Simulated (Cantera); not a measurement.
Input: 1 mol Fe2O3, 1.4 mol SO2, 6.7 mol CO2, held at 1.00 bar.

Method: chemical equilibrium by Gibbs-energy minimisation in Cantera with the NASA 1993 tables (ideal gas, pure condensed phases). Candidate condensed phases: C, Fe, Fe(CO)5, FeO, FeS, FeSO4, FeS2, Fe2O3, Fe2(SO4)3, Fe3O4, S; 25 gas species. Mutual solubility and eutectic melting of coexisting phases are not modelled. Equilibrium is a limit: real reactors are often held back by kinetics, nucleation or transport.

x: gas mole fraction; n: condensed amount in mol.

```tsv
T (K)	x CO2	x SO2	x O2	x SO3	x CO	x SO	x O	n Fe2O3(s)	n Fe3O4(s)
1473	0.825	0.172	0.00267	0.000382	5.17e-5	7.50e-7	1.44e-7	0.862	0.0922
1498	0.823	0.172	0.00505	0.000460	5.50e-5	8.21e-7	2.80e-7	0.743	0.171
1523	0.819	0.171	0.00934	0.000549	5.83e-5	8.94e-7	5.33e-7	0.530	0.313
1548	0.813	0.169	0.0169	0.000649	6.14e-5	9.68e-7	9.93e-7	0.149	0.567
1573	0.811	0.169	0.0199	0.000624	…	1.29e-6	1.47e-6	0	0.667
1598	0.811	0.169	0.0199	0.000558	…	1.85e-6	2.00e-6	0	0.667
1623	0.810	0.169	0.0200	0.000500	…	2.63e-6	2.69e-6	0	0.667
1648	0.810	0.169	0.0200	0.000450	…	3.68e-6	3.58e-6	0	0.667
1673	0.810	0.169	0.0201	0.000407	…	5.11e-6	4.74e-6	0	0.667
1698	0.810	0.169	0.0202	0.000369	…	7.02e-6	6.21e-6	0	0.667
```

### Question
What belongs in the gaps?

### Answer

- 1573, x CO: 7.98e-5
- 1598, x CO: 0.000111
- 1623, x CO: 0.000154
- 1648, x CO: 0.000211
- 1673, x CO: 0.000285
- 1698, x CO: 0.000383
